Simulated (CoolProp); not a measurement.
Properties of 1,2-dichloroethane along the isotherm 500 K.

Model: reference Helmholtz-energy equation of state, Thol 2015, in CoolProp.

```json
[
 {"p (MPa)": "0.0826", "phase": "gas", "density (kg/m³)": "1.982", "Joule-Thomson coefficient (K/MPa)": "12.82", "isothermal compressibility (1/MPa)": "12.21", "fugacity coefficient": "0.9920"},
 {"p (MPa)": "0.134", "phase": "gas", "density (kg/m³)": "3.232", "Joule-Thomson coefficient (K/MPa)": "12.91", "isothermal compressibility (1/MPa)": "7.563", "fugacity coefficient": "0.9870"},
 {"p (MPa)": "0.216", "phase": "gas", "density (kg/m³)": "5.254", "Joule-Thomson coefficient (K/MPa)": "13.05", "isothermal compressibility (1/MPa)": "4.732", "fugacity coefficient": "0.9791"},
 {"p (MPa)": "0.348", "phase": "gas", "density (kg/m³)": "8.582", "Joule-Thomson coefficient (K/MPa)": "13.28", "isothermal compressibility (1/MPa)": "2.980", "fugacity coefficient": "0.9664"},
 {"p (MPa)": "0.563", "phase": "gas", "density (kg/m³)": "14.21", "Joule-Thomson coefficient (K/MPa)": "13.69", "isothermal compressibility (1/MPa)": "1.889", "fugacity coefficient": "0.9457"},
 {"p (MPa)": "0.91", "phase": "gas", "density (kg/m³)": "23.95", "Joule-Thomson coefficient (K/MPa)": "14.47", "isothermal compressibility (1/MPa)": "1.225", "fugacity coefficient": "0.9124"},
 {"p (MPa)": "1.47", "phase": "gas", "density (kg/m³)": "41.86", "Joule-Thomson coefficient (K/MPa)": "16.10", "isothermal compressibility (1/MPa)": "0.8384", "fugacity coefficient": "0.8588"},
 {"p (MPa)": "2.37", "phase": "liquid", "density (kg/m³)": "868.4", "Joule-Thomson coefficient (K/MPa)": "0.5027", "isothermal compressibility (1/MPa)": "0.01062", "fugacity coefficient": "0.7385"},
 {"p (MPa)": "3.84", "phase": "liquid", "density (kg/m³)": "880.9", "Joule-Thomson coefficient (K/MPa)": "0.3855", "isothermal compressibility (1/MPa)": "0.008967", "fugacity coefficient": "0.4744"},
 {"p (MPa)": "6.2", "phase": "liquid", "density (kg/m³)": "897.8", "Joule-Thomson coefficient (K/MPa)": "0.2540", "isothermal compressibility (1/MPa)": "0.007251", "fugacity coefficient": "0.3130"},
 {"p (MPa)": "10", "phase": "liquid", "density (kg/m³)": "919.7", "Joule-Thomson coefficient (K/MPa)": "0.1173", "isothermal compressibility (1/MPa)": "0.005620", "fugacity coefficient": "0.2143"},
 {"p (MPa)": "16.2", "phase": "liquid", "density (kg/m³)": "947.7", "Joule-Thomson coefficient (K/MPa)": "-0.01557", "isothermal compressibility (1/MPa)": "0.004179", "fugacity coefficient": "0.1549"},
 {"p (MPa)": "26.1", "phase": "liquid", "density (kg/m³)": "981.4", "Joule-Thomson coefficient (K/MPa)": "-0.1338", "isothermal compressibility (1/MPa)": "0.003017", "fugacity coefficient": "0.1228"}
]
```
